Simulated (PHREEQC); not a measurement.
A solution holds 0.018 mol AgNO3 and 0.00022 mol NaNO3 per kg of water, at 20 °C. Closed to the air; pH follows from the charge balance.

Computed with PHREEQC (ion-association model, wateq4f.dat).

```
Property                 Value
--------------  --------------
pH                        6.84
ionic strength  0.0181 mol/kgw
```

```csv
species,molality,activity,log γ
NO3-,0.0181,0.0158,-0.060
Ag+,0.0179,0.0157,-0.057
Na+,0.000220,0.000193,-0.056
AgNO3,0.000126,0.000127,0.002
H+,1.62e-7,1.45e-7,-0.049
AgOH,1.08e-7,1.08e-7,0.002
OH-,5.38e-8,4.70e-8,-0.059
```

No solid was allowed to form. Complexes and solids missing from the database can't appear.
